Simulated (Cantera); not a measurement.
# Silicon oxide and oxynitride deposition: SiH4 + NO

A closed system holds: 1 mol SiH4, 1.1 mol NO, equilibrated at 105 Torr.

These are equilibrium values from Cantera (NASA tables, ideal gas, pure condensed phases), not measurements of a reactor. Candidate condensed phases: H2O, Si, SiO2, Si2N2O, Si3N4; 35 gas species. Mutual solubility and eutectic melting of coexisting phases are not modelled. The tables hold silica as quartz up to 1696 K and as liquid above; real silica turns to tridymite and cristobalite and melts near 1996 K. Kinetics and transport are ignored.

```
T (°C)  log p H2  log p SiO  log p N2  log p H  n SiO2(β-quartz)  n Si2N2O(s)  n SiO2(condensed)  n SiO2(l)
------  --------  ---------  --------  -------  ----------------  -----------  -----------------  ---------
602        -0.91       <-12     -1.81   -10.75             0.400        0.300                  0          0
752        -0.91       <-12     -1.81    -8.81             0.400        0.300                  0          0
902        -0.91      -9.91     -1.81    -7.36             0.400        0.300                  0          0
1052       -0.91      -7.36     -1.81    -6.24             0.400        0.300                  0          0
1202       -0.91      -5.35     -1.81    -5.34             0.400        0.300                  0          0
1352       -0.91      -3.71     -1.81    -4.60             0.399        0.299                  0          0
1502       -0.92      -2.37     -1.79    -4.00                 0        0.276              0.376          0
1652       -1.09      -1.44     -1.65    -3.57                 0            0             0.0989          0
1802       -1.10      -1.43     -1.65    -3.12                 0            0                  0     0.0880
```
log p: log10 of the partial pressure in bar; n: condensed amount in mol.

From 602 °C to 1352 °C the condensed part is SiO2(β-quartz) + Si2N2O(s). At 1502 °C the condensed part is SiO2(condensed) + Si2N2O(s). At 1652 °C the condensed part is SiO2(condensed). At 1802 °C the condensed part is SiO2(l).
